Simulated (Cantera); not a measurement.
Input: 1 mol C3H8, 0.056 mol O2, 36 mol H2, at 1052 °C.

Method: chemical equilibrium by Gibbs-energy minimisation in Cantera with the NASA 1993 tables (ideal gas, pure condensed phases). Candidate condensed phases: C, C6H6, C7H8, C8H18, H2O; 110 gas species. The ideal-gas law is rough above about 30 bar. The numbers say what is thermodynamically allowed, not how fast it happens.

x: gas mole fraction; n: condensed amount in mol.

| P (Pa) | x H2 | x CH4 | x CO | x H2O | x H | n C(graphite) |
|---|---|---|---|---|---|---|
| 10 | 0.997 | 6.67e-7 | 0.00279 | 2.00e-9 | 0.000163 | 2.89 |
| 72 | 0.997 | 4.81e-6 | 0.00279 | 1.44e-8 | 6.09e-5 | 2.89 |
| 520 | 0.997 | ___ | 0.00279 | ___ | ___ | 2.89 |
| 3700 | 0.997 | ___ | 0.00279 | ___ | ___ | 2.88 |
| 27000 | 0.995 | 0.00180 | 0.00279 | 5.40e-6 | 3.14e-6 | 2.82 |
| 190000 | 0.985 | 0.0124 | 0.00279 | 3.76e-5 | 1.18e-6 | 2.40 |
| 1400000 | 0.919 | 0.0778 | 0.00275 | 0.000260 | 4.19e-7 | 0 |
| 10000000 | 0.917 | 0.0804 | 0.000537 | 0.00248 | 1.57e-7 | 0 |

**Question.** Complete the blanks.

**Answer.** 
- 520, x CH4: 3.47e-5
- 520, x H2O: 1.04e-7
- 520, x H: 2.26e-5
- 3700, x CH4: 0.000247
- 3700, x H2O: 7.41e-7
- 3700, x H: 8.49e-6
